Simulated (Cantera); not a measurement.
**Equilibrium for fluorocarbon and chlorocarbon gases: CH2F2 + CH4**

A closed system holds: 1 mol CH2F2, 0.68 mol CH4, held at 10.0 mbar.

These are equilibrium values from Cantera (NASA tables, ideal gas, pure condensed phases), not measurements of a reactor. Candidate condensed phases: C, C6H6, C7H8, C8H18; 95 gas species. Kinetics and transport are ignored.

From 1125 K to 2475 K the condensed part is C(graphite). The main C-bearing gas is CH4 at 1125 K and C2H2 (acetylene) at 2475 K.

| T (K) | log p HF | log p H2 | log p H | log p C2H2 (acetylene) | log p F | log p C2H | n C(graphite) |
|---|---|---|---|---|---|---|---|
| 1125 | -2.23 | -2.39 | -8.55 | -10.03 | <-14 | <-14 | 1.68 |
| 1275 | -2.23 | -2.39 | -7.33 | -8.81 | -12.55 | <-14 | 1.68 |
| 1425 | -2.23 | -2.39 | -6.36 | -7.85 | -11.00 | <-14 | 1.68 |
| 1575 | -2.23 | -2.39 | -5.58 | -7.07 | -9.75 | -12.79 | 1.68 |
| 1725 | -2.23 | -2.39 | -4.93 | -6.43 | -8.71 | -11.17 | 1.68 |
| 1875 | -2.23 | -2.40 | -4.38 | -5.90 | -7.83 | -9.81 | 1.68 |
| 2025 | -2.23 | -2.40 | -3.92 | -5.45 | -7.08 | -8.65 | 1.68 |
| 2175 | -2.23 | -2.42 | -3.52 | -5.07 | -6.44 | -7.66 | 1.67 |
| 2325 | -2.24 | -2.45 | -3.18 | -4.76 | -5.87 | -6.81 | 1.67 |
| 2475 | -2.25 | -2.50 | -2.90 | -4.52 | -5.36 | -6.08 | 1.66 |
log p: log10 of the partial pressure in bar; n: condensed amount in mol.
